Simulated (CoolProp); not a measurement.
Model: reference Helmholtz-energy equation of state, Thol 2016, in CoolProp.

Question: For hexamethyldisiloxane (MM), give the phase and the density (kg/m³), Joule-Thomson coefficient (K/MPa), isothermal compressibility (1/MPa), expansivity (1/kK) at 354.2 K and 11.4 MPa; 513.5 K and 11.4 MPa.

Answer: 
- 354.2 K and 11.4 MPa: liquid; density 723, Joule-Thomson coefficient -0.362, isothermal compressibility 0.00255, expansivity 1.33
- 513.5 K and 11.4 MPa: liquid; density 559, Joule-Thomson coefficient 0.0136, isothermal compressibility 0.0106, expansivity 1.98
